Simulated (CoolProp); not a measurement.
C3F8 (R218) along the isotherm 108.75 °C: density (kg/m³) from the reference equation and from simpler models built on Tc = 71.9 °C, pc = 2.640 MPa, ω = 0.317; each cubic takes its own stable root.

Model: reference Helmholtz-energy equation of state, Lemmon 2006, in CoolProp. It is a short technical equation, of lower accuracy than the large ones.

```tsv
p (MPa)	phase	reference	Redlich-Kwong	Peng-Robinson
0.0417	gas	2.478	2.479	2.480
0.0857	gas	5.112	5.117	5.120
0.176	gas	10.58	10.60	10.61
0.361	gas	22.08	22.16	22.21
0.742	gas	47.10	47.45	47.65
1.52	gas	105.4	107.0	107.6
3.13	supercritical	283.0	295.2	288.8
6.43	supercritical	850.8	821.0	817.9
13.2	supercritical	1114	1095	1168
```
